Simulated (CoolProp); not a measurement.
2000 sccm (0 °C, 1 atm) of nitrogen bubbles through liquid toluene at 289.6 K and leaves saturated at a total pressure of 0.0547 MPa (ideal gas phase). Each further row changes one setting.

The numbers come from the reference Helmholtz-energy equation of state, Lemmon 2006 in CoolProp. It is a short technical equation, of lower accuracy than the large ones.

```json
[
 {"case": "as stated", "vapour pressure (kPa)": "2.40", "mole fraction of vapour": "___", "delivery (mg/min)": "___", "delivery (sccm)": "___", "change of delivery for a bath 1 K warmer (%)": "___"},
 {"case": "bath temperature 294.6 K", "vapour pressure (kPa)": "___", "mole fraction of vapour": "0.0577", "delivery (mg/min)": "503", "delivery (sccm)": "122", "change of delivery for a bath 1 K warmer (%)": "5.8"},
 {"case": "total pressure 0.109 MPa", "vapour pressure (kPa)": "2.40", "mole fraction of vapour": "0.0221", "delivery (mg/min)": "___", "delivery (sccm)": "___", "change of delivery for a bath 1 K warmer (%)": "5.8"}
]
```

Question: Fill in the missing entries.

Answer: 
- as stated, mole fraction of vapour: 0.0440
- as stated, delivery (mg/min): 378
- as stated, delivery (sccm): 92.0
- as stated, change of delivery for a bath 1 K warmer (%): 5.9
- bath temperature 294.6 K, vapour pressure (kPa): 3.15
- total pressure 0.109 MPa, delivery (mg/min): 185
- total pressure 0.109 MPa, delivery (sccm): 45.1
